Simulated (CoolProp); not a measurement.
Diethyl ether along the isotherm 176.55 °C: density (kg/m³) from the reference equation and from simpler models built on Tc = 194.7 °C, pc = 3.717 MPa, ω = 0.282; each cubic takes its own stable root.

Model: reference Helmholtz-energy equation of state, Thol 2014, in CoolProp.

```csv
p (MPa),phase,reference,van der Waals,Redlich-Kwong,Peng-Robinson
0.0294,gas,0.5846,0.5843,0.5846,0.5848
0.0523,gas,1.042,1.042,1.042,1.043
0.0929,gas,1.860,1.857,1.859,1.862
0.165,gas,3.329,3.320,3.328,3.335
0.294,gas,6.018,5.986,6.014,?
0.523,gas,11.00,10.89,10.98,?
0.929,gas,20.63,20.20,20.52,?
1.65,gas,?,?,40.68,?
2.94,liquid,446.9,95.30,107.1,405.6
5.23,liquid,488.4,322.3,408.4,?
9.29,liquid,522.2,360.0,459.8,521.4
```

What belongs in the gaps?


- 0.294, Peng-Robinson: 6.037
- 0.523, Peng-Robinson: 11.06
- 0.929, Peng-Robinson: 20.80
- 1.65, reference: 41.41
- 1.65, van der Waals: 39.38
- 1.65, Peng-Robinson: 41.81
- 5.23, Peng-Robinson: 468.6

At some of these states van der Waals, Redlich-Kwong gives the other phase, because its saturation line lies elsewhere.
